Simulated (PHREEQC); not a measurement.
Solution (55 °C): 110 mmol/kgw H2SO4, 0.046 mmol/kgw KNO3 and 1.2 mmol/kgw KH2PO4. Closed to the air; pH follows from the charge balance.

Computed with PHREEQC (ion-association model, phreeqc.dat).

This is a speciation only: nothing precipitates in the calculation.

What pH, ionic strength, specific conductance does the model give?

pH 1.01; ionic strength 0.134 mol/kgw; specific conductance 69500 µS/cm.

In which forms is K present?

K+ 96 %, KSO4- 4.0 % of the K.

Away from 25 °C the constants follow the database's enthalpies or fits; those with neither stay at their 25 °C values.
